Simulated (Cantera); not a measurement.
Input: 1 mol Si2Cl6, a varied amount of H2, equilibrated at 900 K and 1.33 mbar.

Equilibrium computed with Cantera from the NASA thermochemical tables; the gas is ideal and each condensed phase is pure. Candidate condensed phases: Si; 19 gas species. The feed counts by its element totals alone. The tables' values for SiCl3 are old estimates; treat these amounts as uncertain. Equilibrium is a limit: real reactors are often held back by kinetics, nucleation or transport.

**Question.** At 180 mol H2, list the 5 most abundant gas species with their mole fractions, and the condensed phases.

**Answer.** H2 0.983, HCl 0.0112, SiCl4 0.00442, SiHCl3 0.00110, SiCl2 0.000173. Condensed: Si(s).
